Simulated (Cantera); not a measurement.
Catalytic combustion on Pt

An isothermal plug-flow reactor at 500 K and 1.00 bar (inlet), inlet velocity 1.5 m/s, active area per volume 480 1/m; feed 1.47 % H2, 14.7 % O2, 83.0 % N2, 0.840 % H2O, equivalence ratio 0.050.

Detailed kinetics in Cantera: Deutschmann's 1995 Pt surface mechanism with GRI-Mech 3.0 gas chemistry. Catalytic surfaces can have several steady states; this one follows from the mechanism file's or the stated starting coverage. Mass transfer to the wall is taken as infinitely fast.

| z (m) | x H2 | x O2 | x H2O | θ free Pt | θ O* | θ OH* |
|---|---|---|---|---|---|---|
| 6.9e-05 | 0.0135 | 0.147 | 0.00959 | 0.135 | 0.813 | 0.0514 |
| 0.00012 | 0.0128 | 0.146 | 0.0104 | 0.128 | 0.821 | 0.0510 |
| 0.00019 | 0.0119 | 0.146 | 0.0113 | 0.119 | 0.830 | 0.0504 |
| 0.00032 | 0.0105 | 0.145 | 0.0127 | 0.106 | 0.845 | 0.0492 |
| 0.00053 | 0.00878 | 0.145 | 0.0144 | 0.0891 | 0.864 | 0.0471 |
| 0.00089 | 0.00687 | 0.144 | 0.0163 | 0.0701 | 0.886 | 0.0437 |
| 0.0015 | 0.00501 | 0.143 | 0.0182 | 0.0514 | 0.909 | 0.0391 |
| 0.0025 | 0.00347 | 0.142 | 0.0198 | 0.0357 | 0.930 | 0.0338 |
| 0.0041 | 0.00232 | 0.142 | 0.0209 | 0.0239 | 0.948 | 0.0284 |
| 0.0069 | 0.00146 | 0.141 | 0.0218 | 0.0152 | 0.962 | 0.0231 |
x: gas mole fraction; θ: surface coverage.
